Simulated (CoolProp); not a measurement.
Methanol along the isotherm 534.7 K: Z from the reference equation and from simpler models built on Tc = 513.4 K, pc = 8.216 MPa, ω = 0.565; each cubic takes its own stable root.

Model: reference Helmholtz-energy equation of state, de Reuck 1993, in CoolProp.

| p (MPa) | phase | reference |
|---|---|---|
| 1.28 | gas | 0.9563 |
| 2.57 | gas | 0.9059 |
| 3.85 | gas | 0.8497 |
| 5.13 | gas | 0.7882 |
| 6.42 | gas | 0.7194 |
| 7.7 | gas | 0.6368 |
| 8.99 | supercritical | 0.5407 |
| 10.3 | supercritical | 0.4127 |
| 11.6 | supercritical | 0.2803 |
| 12.8 | supercritical | 0.2468 |
| 14.1 | supercritical | 0.2472 |
| 15.4 | supercritical | 0.2553 |
| 16.7 | supercritical | 0.2658 |
| 18 | supercritical | 0.2776 |
| 19.3 | supercritical | 0.2900 |
| 20.5 | supercritical | 0.3019 |

Task: How far does each simpler model (van der Waals, Redlich-Kwong, Soave-Redlich-Kwong, Peng-Robinson) lie from the reference over these 16 states: mean and median of the absolute difference, and the worst?

Result: 
- van der Waals: mean 31.4 %, median 20.4 %, worst +69.7 % at 534.7 K and 20.5 MPa
- Redlich-Kwong: mean 20.1 %, median 14.2 %, worst +41.8 % at 534.7 K and 18 MPa
- Soave-Redlich-Kwong: mean 26.3 %, median 27.7 %, worst +52.7 % at 534.7 K and 14.1 MPa
- Peng-Robinson: mean 19.3 %, median 19.5 %, worst +40.8 % at 534.7 K and 12.8 MPa
